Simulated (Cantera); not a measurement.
Input: 1 mol SiH₂Cl₂, 0.36 mol Cl₂, 11 mol N₂, equilibrated at 1050 K and 7.40 mbar.

Method: chemical equilibrium by Gibbs-energy minimisation in Cantera with the NASA 1993 tables (ideal gas, pure condensed phases). Candidate condensed phases: NH₄Cl, Si, Si₃N₄; 28 gas species. N₂ is the only nitrogen source here; it is nearly inert below about 1500 K, so the nitride shown seldom forms there in practice. The tables' values for SiCl₃ are old estimates; treat these amounts as uncertain. Equilibrium is a limit: real reactors are often held back by kinetics, nucleation or transport.

Base state: N₂ 0.837, HCl 0.118, SiCl₄ 0.0245, H₂ 0.0206, SiCl₃ 0.000116, SiHCl₃ 4.46e-5 (mole fractions); condensed: Si₃N₄(s).

What changes in the equilibrium state with this change: temperature from 1050 K to 825 K?


```json
[
 {"species": "N₂", "before": "0.837", "after": "0.840"},
 {"species": "HCl", "before": "0.118", "after": "0.106"},
 {"species": "SiCl₄", "before": "0.0245", "after": "0.0276"},
 {"species": "H₂", "before": "0.0206", "after": "0.0267"},
 {"species": "SiCl₃", "before": "0.000116", "after": "6.94e-7"},
 {"species": "SiHCl₃", "before": "4.46e-5", "after": "8.63e-6"},
 {"species": "Si₃N₄(s), mol", "before": "0.230", "after": "0.217"}
]
```

What changes in the equilibrium state with this change: temperature from 1050 K to 1773.15 K?


```
species         before     after
-------------  -------  --------
N₂               0.837     0.823
SiCl₂          9.93e-6    0.0736
HCl              0.118    0.0528
H₂              0.0206    0.0480
SiCl₄           0.0245   1.74e-5
SiCl             <1e-9  0.000240
Si               <1e-9  0.000114
Si₃N₄(s), mol    0.230         0
```
The tables' values for SiCl₃, SiCl are old estimates; treat these amounts as uncertain.

What changes in the equilibrium state with this change: Cl₂ from 0.36 to 0.024 mol?


```tsv
species	before	after
N₂	0.837	0.849
HCl	0.118	0.112
H₂	0.0206	0.0252
SiCl₄	0.0245	0.0135
SiCl₃	0.000116	7.39e-5
SiHCl₃	4.46e-5	3.15e-5
Si₃N₄(s), mol	0.230	0.278
```
